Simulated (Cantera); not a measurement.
Moist CO burnout

An isothermal, constant-pressure homogeneous reactor starts with CO : O2 : H2O : N2 = 0.0017 : 0.0028 : 0.0012 : 1 (molar parts), equivalence ratio 0.30, at 1500 K and 1.38 atm.

Model: GRI-Mech 3.0 (53 species, 325 reactions), integrated in Cantera.

```
t (s)         x CO     x O2    x H2O      x NO    x H2O2       x H     x HO2
--------  --------  -------  -------  --------  --------  --------  --------
2.00e-5    0.00169  0.00278  0.00119    <1e-12    <1e-12  1.99e-12  1.66e-11
0.000102   0.00169  0.00278  0.00119    <1e-12    <1e-12  4.77e-11  7.25e-11
0.000518   0.00169  0.00278  0.00119    <1e-12    <1e-12   1.26e-9  3.14e-10
0.00264    0.00168  0.00278  0.00119  3.02e-11  3.13e-11   6.83e-7   8.10e-8
0.0134    0.000200  0.00201  0.00113   8.44e-7   4.63e-9   3.20e-5   3.29e-7
0.0683     9.27e-6  0.00194  0.00119   1.18e-6  3.46e-10   4.72e-7   3.73e-8
0.347      6.35e-7  0.00194  0.00119   1.21e-6  4.03e-11   1.73e-8   2.69e-9
1.77       1.70e-7  0.00194  0.00119   1.22e-6  1.36e-11   3.38e-9  7.26e-10
9.00       1.60e-7  0.00194  0.00119   1.25e-6  1.29e-11   3.13e-9  6.87e-10
```
x: mole fraction; the columns are a selection and need not sum to one.

Equilibrium at this temperature and pressure: CO 1.63e-7, O2 0.00187, H2O 0.00119, NO 0.000131, H2O2 1.27e-11, H 3.15e-9, HO2 6.70e-10 (gas phase only).
